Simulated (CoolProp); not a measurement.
Isohexane at 196.97 K and 7.11 MPa is throttled through a valve to 4.73 MPa with no heat exchange. Each further row changes one setting.

The numbers come from the reference Helmholtz-energy equation of state, Lemmon 2006 in CoolProp. It is a short technical equation, of lower accuracy than the large ones.

| case | temperature change (K) | final density (kg/m³) |
|---|---|---|
| as stated | +1.4 | 739 |
| outlet pressure 1.42 MPa | +3.2 | 735 |
| outlet pressure 6.15 MPa | +0.5 | 740 |
